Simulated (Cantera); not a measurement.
Standard-state values (1 bar) from the NASA 1993 polynomials, evaluated with Cantera. Values are per mole of reaction as written; species without (g) are pure solids or liquids, kept so even where they would boil at 1 bar.

Problem. Between 575 and 2175 K, where is each reaction favourable under standard conditions?
- H2O2(g) + Ta ⇌ TaO2(g) + 2 H(g)

Solution. 
- H2O2(g) + Ta ⇌ TaO2(g) + 2 H(g): ΔG° is 235 kJ at 575 K and -166 kJ at 2175 K; it changes sign between 1375 and 1575 K. ΔH° is 379 kJ and ΔS° 251 J/K at 2175 K.
